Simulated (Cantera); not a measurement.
# Premixed flame

A freely propagating, adiabatic, planar premixed flame of 3.19 % C3H8, 19.5 % O2, 73.2 % N2, 4.15 % H2O, equivalence ratio 0.82, unburnt at 600 K and 0.640 bar; mixture-averaged transport, grid criteria slope 0.08 and curve 0.16, no radiation.

Detailed kinetics in Cantera: GRI-Mech 3.0 (53 species, 325 reactions). GRI-Mech 3.0 was tuned for natural gas; its chemistry of propane as a main component is partial and can be far from experiment. Burning velocities carry a grid error of a few per cent, more on coarse grids.

```json
[
 {"z (mm)": "-1.40", "T (K)": "600", "u (m/s)": "1.38", "x C3H8": "0.0319", "x O2": "0.195", "x H2O": "0.0415", "x C2H2": "1.18e-8", "x H": "<1e-8", "x HCN": "<1e-8"},
 {"z (mm)": "-0.933", "T (K)": "601", "u (m/s)": "1.39", "x C3H8": "0.0319", "x O2": "0.194", "x H2O": "0.0417", "x C2H2": "1.73e-7", "x H": "<1e-8", "x HCN": "<1e-8"},
 {"z (mm)": "-0.699", "T (K)": "604", "u (m/s)": "1.40", "x C3H8": "0.0318", "x O2": "0.194", "x H2O": "0.0422", "x C2H2": "8.41e-7", "x H": "<1e-8", "x HCN": "<1e-8"},
 {"z (mm)": "-0.466", "T (K)": "630", "u (m/s)": "1.46", "x C3H8": "0.0315", "x O2": "0.191", "x H2O": "0.0455", "x C2H2": "8.07e-6", "x H": "2.74e-7", "x HCN": "<1e-8"},
 {"z (mm)": "-0.233", "T (K)": "868", "u (m/s)": "2.05", "x C3H8": "0.0255", "x O2": "0.168", "x H2O": "0.0680", "x C2H2": "0.000129", "x H": "5.59e-5", "x HCN": "1.12e-7"},
 {"z (mm)": "-0.117", "T (K)": "1209", "u (m/s)": "2.93", "x C3H8": "0.0109", "x O2": "0.133", "x H2O": "0.0961", "x C2H2": "0.000418", "x H": "0.000591", "x HCN": "3.57e-7"},
 {"z (mm)": "0", "T (K)": "1570", "u (m/s)": "3.88", "x C3H8": "0.000573", "x O2": "0.0908", "x H2O": "0.125", "x C2H2": "0.000735", "x H": "0.00302", "x HCN": "8.21e-7"},
 {"z (mm)": "0.117", "T (K)": "1728", "u (m/s)": "4.28", "x C3H8": "1.30e-6", "x O2": "0.0658", "x H2O": "0.139", "x C2H2": "0.000159", "x H": "0.00592", "x HCN": "8.32e-7"},
 {"z (mm)": "0.233", "T (K)": "1777", "u (m/s)": "4.39", "x C3H8": "<1e-8", "x O2": "0.0557", "x H2O": "0.142", "x C2H2": "7.27e-6", "x H": "0.00748", "x HCN": "4.01e-7"},
 {"z (mm)": "0.466", "T (K)": "1834", "u (m/s)": "4.50", "x C3H8": "<1e-8", "x O2": "0.0487", "x H2O": "0.142", "x C2H2": "1.31e-8", "x H": "0.00805", "x HCN": "6.19e-8"},
 {"z (mm)": "0.933", "T (K)": "1908", "u (m/s)": "4.65", "x C3H8": "<1e-8", "x O2": "0.0444", "x H2O": "0.143", "x C2H2": "<1e-8", "x H": "0.00678", "x HCN": "<1e-8"},
 {"z (mm)": "1.87", "T (K)": "1993", "u (m/s)": "4.83", "x C3H8": "<1e-8", "x O2": "0.0414", "x H2O": "0.148", "x C2H2": "<1e-8", "x H": "0.00434", "x HCN": "<1e-8"},
 {"z (mm)": "3.73", "T (K)": "2076", "u (m/s)": "5.00", "x C3H8": "<1e-8", "x O2": "0.0388", "x H2O": "0.153", "x C2H2": "<1e-8", "x H": "0.00225", "x HCN": "<1e-8"}
]
```
x: mole fraction of selected species; z is measured from the peak of heat release.

| Item | Result |
|---|---|
| laminar burning velocity | 138 cm/s |
| thermal thickness | 0.466 mm |
| peak x(C2H2) | 0.000751 |
| peak x(H) | 0.00810 |
| peak x(HCN) | 9.38e-7 |
| grid points | 142 |
